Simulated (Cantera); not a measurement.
# Gas-phase reforming

An isothermal, constant-pressure homogeneous reactor starts with CH₄ : CO₂ : H₂ = 1 : 4.2 : 0.25 (molar parts), at 2123 K and 3000 Torr.

Cantera simulation using GRI-Mech 3.0 (53 species, 325 reactions); the numbers are that mechanism's predictions, not measurements.

| t (s) | x CH₄ | x CO₂ | x H₂ | x HCO | x H |
|---|---|---|---|---|---|
| 1.00e-6 | 0.180 | 0.769 | 0.0472 | 4.52e-8 | 7.57e-5 |
| 3.35e-6 | 0.168 | 0.763 | 0.0531 | 1.58e-6 | 0.000199 |
| 1.12e-5 | 0.122 | 0.720 | 0.0892 | 4.63e-6 | 0.000394 |
| 3.76e-5 | 0.0585 | 0.604 | 0.122 | 2.30e-6 | 0.000470 |
| 0.000126 | 0.0139 | 0.432 | 0.0719 | 1.09e-6 | 0.000392 |
| 0.000422 | 0.00335 | 0.310 | 0.0588 | 6.38e-7 | 0.000439 |
| 0.00141 | 0.00147 | 0.237 | 0.0837 | 3.44e-7 | 0.000493 |
| 0.00474 | 5.65e-6 | 0.219 | 0.0915 | 2.83e-7 | 0.000541 |
| 0.0159 | 5.91e-10 | 0.219 | 0.0915 | 2.86e-7 | 0.000547 |
| 0.0532 | 5.91e-10 | 0.219 | 0.0915 | 2.86e-7 | 0.000547 |
| 0.178 | 5.91e-10 | 0.219 | 0.0915 | 2.86e-7 | 0.000547 |
| 0.597 | 5.91e-10 | 0.219 | 0.0915 | 2.86e-7 | 0.000547 |
| 2.00 | 5.91e-10 | 0.219 | 0.0915 | 2.86e-7 | 0.000547 |
x: mole fraction; the columns are a selection and need not sum to one.

Equilibrium at this temperature and pressure: CH₄ 6.35e-10, CO₂ 0.219, H₂ 0.0915, HCO 2.86e-7, H 0.000547 (gas phase only).
